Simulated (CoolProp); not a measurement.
n-pentane at 227.54 K and 0.202 MPa is throttled through a valve to 0.101 MPa with no heat exchange. Each further row changes one setting.

Values from CoolProp's reference Helmholtz-energy equation of state, Thol 2019.

```json
[
 {"case": "as stated", "temperature change (K)": "+0.1"},
 {"case": "outlet pressure 0.0303 MPa", "temperature change (K)": "+0.1"},
 {"case": "outlet pressure 0.131 MPa", "temperature change (K)": "+0.0"}
]
```
